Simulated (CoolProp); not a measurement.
n-perfluoropentane at several states: density (kg/m³) from the reference equation and from simpler models built on Tc = 147.9 °C, pc = 2.063 MPa, ω = 0.436; each cubic takes its own stable root.

Model: reference Helmholtz-energy equation of state, Gao 2022, in CoolProp.

```json
[
 {"T (°C)": "-49.45", "p (MPa)": "0.0818", "phase": "liquid", "reference": "1829", "Soave-Redlich-Kwong": "1693", "Peng-Robinson": "1904"},
 {"T (°C)": "-38.25", "p (MPa)": "0.622", "phase": "liquid", "reference": "1798", "Soave-Redlich-Kwong": "1671", "Peng-Robinson": "1880"},
 {"T (°C)": "-45.05", "p (MPa)": "5.97", "phase": "liquid", "reference": "1833", "Soave-Redlich-Kwong": "1704", "Peng-Robinson": "1913"},
 {"T (°C)": "135.65", "p (MPa)": "0.0134", "phase": "gas", "reference": "1.138", "Soave-Redlich-Kwong": "1.138", "Peng-Robinson": "1.139"},
 {"T (°C)": "-58.05", "p (MPa)": "2.91", "phase": "liquid", "reference": "1861", "Soave-Redlich-Kwong": "1720", "Peng-Robinson": "1931"},
 {"T (°C)": "152.65", "p (MPa)": "10", "phase": "supercritical", "reference": "1245", "Soave-Redlich-Kwong": "1175", "Peng-Robinson": "1307"}
]
```
